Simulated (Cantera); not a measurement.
## Premixed flame

A freely propagating, adiabatic, planar premixed flame of 12.0 % CH4, 18.5 % O2, 69.3 % N2, 0.264 % H2O, unburnt at 650 K and 0.454 atm; mixture-averaged transport, grid criteria slope 0.08 and curve 0.16, no radiation.

Cantera simulation using GRI-Mech 3.0 (53 species, 325 reactions); the numbers are that mechanism's predictions, not measurements. Burning velocities carry a grid error of a few per cent, more on coarse grids.

```json
[
 {"z (mm)": "-2.06", "T (K)": "650", "u (m/s)": "1.45", "x CH4": "0.120", "x O2": "0.184", "x HCN": "<1e-8", "x NO": "<1e-8", "x CH2O": "2.01e-7", "x OH": "<1e-8"},
 {"z (mm)": "-1.37", "T (K)": "653", "u (m/s)": "1.46", "x CH4": "0.119", "x O2": "0.183", "x HCN": "<1e-8", "x NO": "1.03e-8", "x CH2O": "3.29e-6", "x OH": "<1e-8"},
 {"z (mm)": "-1.03", "T (K)": "663", "u (m/s)": "1.49", "x CH4": "0.117", "x O2": "0.182", "x HCN": "2.36e-8", "x NO": "5.27e-8", "x CH2O": "1.80e-5", "x OH": "8.61e-8"},
 {"z (mm)": "-0.686", "T (K)": "738", "u (m/s)": "1.68", "x CH4": "0.110", "x O2": "0.175", "x HCN": "3.04e-7", "x NO": "5.10e-7", "x CH2O": "0.000155", "x OH": "2.52e-6"},
 {"z (mm)": "-0.343", "T (K)": "1150", "u (m/s)": "2.68", "x CH4": "0.0763", "x O2": "0.139", "x HCN": "3.54e-6", "x NO": "4.47e-6", "x CH2O": "0.000907", "x OH": "5.68e-5"},
 {"z (mm)": "-0.172", "T (K)": "1540", "u (m/s)": "3.65", "x CH4": "0.0412", "x O2": "0.0950", "x HCN": "9.29e-6", "x NO": "1.04e-5", "x CH2O": "0.00122", "x OH": "0.000424"},
 {"z (mm)": "0", "T (K)": "1888", "u (m/s)": "4.53", "x CH4": "0.0113", "x O2": "0.0478", "x HCN": "1.98e-5", "x NO": "2.16e-5", "x CH2O": "0.000724", "x OH": "0.00194"},
 {"z (mm)": "0.172", "T (K)": "2057", "u (m/s)": "4.95", "x CH4": "0.00145", "x O2": "0.0195", "x HCN": "2.55e-5", "x NO": "3.86e-5", "x CH2O": "0.000200", "x OH": "0.00451"},
 {"z (mm)": "0.343", "T (K)": "2103", "u (m/s)": "5.06", "x CH4": "0.000117", "x O2": "0.00835", "x HCN": "1.91e-5", "x NO": "5.49e-5", "x CH2O": "2.70e-5", "x OH": "0.00624"},
 {"z (mm)": "0.686", "T (K)": "2124", "u (m/s)": "5.09", "x CH4": "6.83e-7", "x O2": "0.00337", "x HCN": "6.80e-6", "x NO": "7.16e-5", "x CH2O": "2.27e-7", "x OH": "0.00692"},
 {"z (mm)": "1.37", "T (K)": "2141", "u (m/s)": "5.11", "x CH4": "<1e-8", "x O2": "0.00245", "x HCN": "9.73e-7", "x NO": "8.03e-5", "x CH2O": "<1e-8", "x OH": "0.00668"},
 {"z (mm)": "2.75", "T (K)": "2163", "u (m/s)": "5.16", "x CH4": "<1e-8", "x O2": "0.00201", "x HCN": "4.54e-8", "x NO": "8.55e-5", "x CH2O": "<1e-8", "x OH": "0.00621"},
 {"z (mm)": "5.49", "T (K)": "2194", "u (m/s)": "5.22", "x CH4": "<1e-8", "x O2": "0.00148", "x HCN": "<1e-8", "x NO": "9.25e-5", "x CH2O": "<1e-8", "x OH": "0.00544"}
]
```
x: mole fraction of selected species; z is measured from the peak of heat release.

- laminar burning velocity: 145 cm/s
- thermal thickness: 0.686 mm
- peak x(HCN): 2.56e-5
- peak x(CH2O): 0.00123
- peak x(OH): 0.00692
- grid points: 139
